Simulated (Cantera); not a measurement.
A closed system holds: 1 mol Fe(CO)5, 1.1 mol O2, 18 mol H2, at 925 °C and 0.00133 bar.

These are equilibrium values from Cantera (NASA tables, ideal gas, pure condensed phases), not measurements of a reactor. Candidate condensed phases: C, C6H6, C7H8, C8H18, Fe, Fe(CO)5, FeO, Fe(OH)2, Fe(OH)3, Fe2O3, Fe3O4, H2O; 114 gas species. Equilibrium is a limit: real reactors are often held back by kinetics, nucleation or transport.

Base state: H2 0.703, CO 0.201, H2O 0.0791, CO2 0.0165 (mole fractions); condensed: Fe(γ).

Q: What changes in the equilibrium state with this change: H2 from 18 to 6.3 mol?

A: 
```tsv
species	before	after
H2	0.703	0.437
CO	0.201	0.368
H2O	0.0791	0.120
CO2	0.0165	0.0743
Fe(γ), mol	1.000	1.000
```
